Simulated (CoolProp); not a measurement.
Computed with CoolProp (reference Helmholtz-energy equation of state, de Reuck 1993).

Q: Give the vapour pressure (bar), liquid density (kg/m³), enthalpy of vaporisation (kJ/kg), vapour Z of saturated methanol at 356.1 K.

A: 
```csv
T (K),p (bar),liquid density (kg/m³),enthalpy of vaporisation (kJ/kg),vapour Z
356.1,2.01,729,1060,0.927
```
